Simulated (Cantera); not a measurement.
Feed: 1 mol TEOS, a varied amount of H2O, 16 mol H2, equilibrated at 1550 K and 133 Pa.

Method: chemical equilibrium by Gibbs-energy minimisation in Cantera with the NASA 1993 tables (ideal gas, pure condensed phases). Candidate condensed phases: C, C6H6, C7H8, C8H18, H2O, Si, SiC, SiO2; 123 gas species. The feed counts by its element totals alone. The tables hold silica as quartz up to 1696 K and as liquid above; real silica turns to tridymite and cristobalite and melts near 1996 K. Kinetics and transport are ignored.

Task: Which condensed phases are stable at each of these points (n(H2O) (mol)): 3.1, 4.2, 5.7, 7.6, 10, 14, 19, 25?

Result: 
```
n(H2O) (mol)  condensed phases  Si condensed (%)
------------  ----------------  ----------------
3.1                     SiC(s)              95.0
4.2                     SiC(s)              40.0
5.7             SiO2(β-quartz)              67.8
7.6             SiO2(β-quartz)              99.5
10              SiO2(β-quartz)              99.8
14              SiO2(β-quartz)              99.9
19              SiO2(β-quartz)              99.9
25              SiO2(β-quartz)              99.9
```

From 3.1 mol H2O to 4.2 mol H2O the condensed part is SiC(s). From 5.7 mol H2O to 25 mol H2O the condensed part is SiO2(β-quartz).
